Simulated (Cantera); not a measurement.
A freely propagating, adiabatic, planar premixed flame of CH₄ : C₂H₆ : C₃H₈ : O₂ : N₂ = 1 : 0.91 : 0.91 : 9.73 : 36.6 (molar parts), unburnt at 448 K and 13300 Pa; mixture-averaged transport, grid criteria slope 0.08 and curve 0.16, no radiation.

Cantera simulation using GRI-Mech 3.0 (53 species, 325 reactions); the numbers are that mechanism's predictions, not measurements. GRI-Mech 3.0 was tuned for natural gas; its chemistry of propane as a main component is partial and can be far from experiment. Burning velocities carry a grid error of a few per cent, more on coarse grids.

x: mole fraction of selected species; z is measured from the peak of heat release.

```tsv
z (mm)	T (K)	u (m/s)	x CH₄	x C₂H₆	x C₃H₈	x C₂H₂	x NO₂	x O
-5.80	448	1.14	0.0203	0.0185	0.0185	<1e-8	<1e-8	<1e-8
-3.87	449	1.14	0.0203	0.0185	0.0185	___	<1e-8	<1e-8
-2.90	452	1.15	0.0202	0.0184	0.0184	___	<1e-8	<1e-8
-1.93	486	1.25	0.0198	0.0182	0.0182	___	<1e-8	4.76e-8
-0.967	830	2.19	0.0164	0.0151	0.0143	___	<1e-8	4.01e-6
-0.484	1247	3.38	0.0111	0.00742	0.00547	___	<1e-8	9.35e-5
0	1641	4.53	0.00396	0.000629	0.000228	___	<1e-8	0.00111
0.484	1805	5.00	0.000533	4.84e-6	4.32e-7	___	<1e-8	0.00411
0.967	1840	5.09	3.79e-5	<1e-8	<1e-8	___	<1e-8	0.00631
1.93	1863	5.13	1.50e-7	<1e-8	<1e-8	___	<1e-8	0.00729
3.87	1887	5.17	<1e-8	<1e-8	<1e-8	<1e-8	<1e-8	0.00724
7.74	1918	5.24	<1e-8	<1e-8	<1e-8	<1e-8	<1e-8	0.00674
15.5	1964	5.35	<1e-8	<1e-8	<1e-8	<1e-8	<1e-8	0.00589
```

Problem. Fill in the missing entries.

Solution. 
- -3.87, x C₂H₂: 5.93e-8
- -2.90, x C₂H₂: 5.66e-7
- -1.93, x C₂H₂: 8.87e-6
- -0.967, x C₂H₂: 0.000194
- -0.484, x C₂H₂: 0.000616
- 0, x C₂H₂: 0.00102
- 0.484, x C₂H₂: 0.000256
- 0.967, x C₂H₂: 1.45e-5
- 1.93, x C₂H₂: 2.11e-8
